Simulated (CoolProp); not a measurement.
Model: reference Helmholtz-energy equation of state, McLinden 2015, in CoolProp.

Task: Give the vapour pressure (MPa), vapour density (kg/m³), liquid cp (kJ/(kg K)) of saturated the fluoroketone C6F12O (FK-5-1-12) at 21.65, 62.35 °C.

Result: 
| T (°C) | p (MPa) | vapour density (kg/m³) | liquid cp (kJ/(kg K)) |
|---|---|---|---|
| 21.65 | 0.0350 | 4.66 | 1.10 |
| 62.35 | 0.157 | 19.5 | 1.14 |
